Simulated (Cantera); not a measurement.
A closed system holds: 1 mol Cu, 0.0037 mol O2, 1 mol N2, held at 1550 °C.

These are equilibrium values from Cantera (NASA tables, ideal gas, pure condensed phases), not measurements of a reactor. Candidate condensed phases: Cu, CuO, Cu2O; 12 gas species. Each liquid is taken as pure. Mutual solubility and eutectic melting of coexisting phases are not modelled. Equilibrium is a limit: real reactors are often held back by kinetics, nucleation or transport.

### Question
At 1350 Torr, list the 4 most abundant gas species with their mole fractions, and the condensed phases.

### Answer
N2 0.997, O2 0.00205, NO 0.000498, Cu 0.000391. Condensed: Cu(l) + Cu2O(l).
